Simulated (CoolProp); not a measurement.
Oxygen along the isobar 249 bar: Z from the reference equation and from simpler models built on Tc = 154.6 K, pc = 50.46 bar, ω = 0.022; each cubic takes its own stable root.

The numbers come from the reference Helmholtz-energy equation of state, Schmidt 1985 in CoolProp. Above 300 K oxygen's equation is extrapolated.

```tsv
T (K)	phase	reference
137.2	liquid	0.7091
175	supercritical	0.6911
212.8	supercritical	0.7655
250.6	supercritical	0.8701
288.4	supercritical	0.9466
326.2	supercritical	0.9951
364.1	supercritical	1.026
401.9	supercritical	1.045
439.7	supercritical	1.058
477.5	supercritical	1.066
```

Question: How far does each simpler model (van der Waals, Redlich-Kwong) lie from the reference over these 10 states: mean and median of the absolute difference, and the worst?

Answer: 
- van der Waals: mean 9.1 %, median 4.2 %, worst +33.9 % at 137.2 K and 249 bar
- Redlich-Kwong: mean 1.5 %, median 1.5 %, worst +2.9 % at 175 K and 249 bar
